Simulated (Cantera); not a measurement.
Input (Python, Cantera) and output of one run.

```python
import numpy as np
import cantera as ct

gas_names = """
    Br Br2 N N2 Si SiBr SiBr2 SiBr3 SiBr4 SiN Si2 Si2N Si3
""".split()
cond_names = """
    Br2(cr) Br2(L) Si(cr) Si(L) Si3N4(a)
""".split()


# ... load() reads the species with a 1 bar reference pressure and builds the phases ...
atoms = {
    'Si': {'Si': 1},
    'Br2': {'Br': 2},
    'N2': {'N': 2},
}
top_T = {'Si3N4(a)': 2400}  # K; cautious upper limits of use, not melting points


# ... equilibrate(T, P, feed) seeds the gas with the atoms and calls Mixture.equilibrate('TP', solver="vcs", rtol=1e-11, max_steps=5000) ...
results = []
feed = {'Si': 1, 'Br2': 0.39, 'N2': 0.055}  # mol
T = 1073  # K
P = 100000  # Pa
mix = equilibrate(T, P, feed)
results.append((T, P, feed, dict(zip(mix.species_names, mix.species_moles))))
print(gas.report(threshold=1e-06))
for i in range(1, mix.n_phases):
    print(f"{mix.phase(i).name:16s} {mix.phase_moles(i):12.5e} mol")
```

Output:

```
       temperature   1073 K
          pressure   1e+05 Pa
           density   3.881 kg/m^3
  mean mol. weight   346.24 kg/kmol
   phase of matter   gas

                          1 kg             1 kmol
                     ---------------   ---------------
          enthalpy       -9.5667e+05       -3.3124e+08  J
   internal energy       -9.8244e+05       -3.4016e+08  J
           entropy            1477.5        5.1157e+05  J/K
    Gibbs function        -2.542e+06       -8.8016e+08  J
 heat capacity c_p            307.75        1.0655e+05  J/K
 heat capacity c_v            283.73             98240  J/K

                      mass frac. Y      mole frac. X     chem. pot. / RT
                     ---------------   ---------------   ---------------
             SiBr2         0.0032354         0.0059621           -51.452
             SiBr3         0.0049177         0.0063581           -75.272
             SiBr4           0.99185           0.98768           -99.092
     [  +10 minor]        2.1267e-07        9.1658e-07

Br2(L)            0.00000e+00 mol
Si(cr)            7.21605e-01 mol
Si3N4(a)          2.75000e-02 mol
```

Cantera equilibrium calculation (NASA polynomials, part measured and part estimated; ideal gas, pure solids and liquids). N2 is the only nitrogen source here; it is nearly inert below about 1500 K, so the nitride shown seldom forms there in practice. Mutual solubility and eutectic melting of coexisting phases are not modelled. The tables' values for SiBr3 are old estimates; treat these amounts as uncertain.
